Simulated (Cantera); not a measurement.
An isothermal, constant-pressure homogeneous reactor starts with NO : N2 = 0.56 : 0.2 (molar parts), at 1523 K and 750 Torr.

Detailed kinetics in Cantera: GRI-Mech 3.0 (53 species, 325 reactions).

**Question.** Predict: x(NO) at 40.0 s; x(O) at 40.0 s; x(N2) at 40.0 s; x(O2) at 40.0 s; x(NO2) at 40.0 s; x(N2O) at 40.0 s.

**Answer.** 
- x(NO) at 40.0 s = 0.424 (gas-phase equilibrium 0.00163)
- x(O) at 40.0 s = 2.21e-6 (gas-phase equilibrium 3.37e-6)
- x(N2) at 40.0 s = 0.419 (gas-phase equilibrium 0.631)
- x(O2) at 40.0 s = 0.155 (gas-phase equilibrium 0.368)
- x(NO2) at 40.0 s = 0.00182 (gas-phase equilibrium 1.07e-5)
- x(N2O) at 40.0 s = 6.06e-5 (gas-phase equilibrium 8.86e-8)
